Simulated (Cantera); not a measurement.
What does this Cantera script print?

```python
import numpy as np
import cantera as ct

gas = ct.Solution("gri30.yaml")


def delay(T, t_max=10):
    gas.TPX = T, 100000, {'C3H8': 1, 'O2': 4.17, 'N2': 15.7}
    reactor = ct.IdealGasConstPressureReactor(gas, clone=False)
    net = ct.ReactorNet([reactor])
    net.rtol, net.atol = 1e-8, 1e-16
    while net.time < t_max:
        t_old, T_old = net.time, reactor.T
        net.step()
        if reactor.T > T + 400:  # ignition: a rise of 400 K
            return t_old + (T + 400 - T_old) / (reactor.T - T_old) * (net.time - t_old)
    return np.nan


taus = []
for T in [1198, 1298, 1398, 1498, 1598, 1698, 1798, 1898]:
    taus.append(delay(T))
    print(f"T0 = {T:6g} K   tau = {taus[-1]:.4e} s")
```

Output:

```
T0 =   1198 K   tau = 6.5865e-03 s
T0 =   1298 K   tau = 1.0368e-03 s
T0 =   1398 K   tau = 2.4249e-04 s
T0 =   1498 K   tau = 8.1223e-05 s
T0 =   1598 K   tau = 3.6213e-05 s
T0 =   1698 K   tau = 1.9878e-05 s
T0 =   1798 K   tau = 1.2605e-05 s
T0 =   1898 K   tau = 8.8268e-06 s
```

Computed with Cantera and GRI-Mech 3.0 (53 species, 325 reactions). GRI-Mech 3.0 was tuned for natural gas; its chemistry of propane as a main component is partial and can be far from experiment.
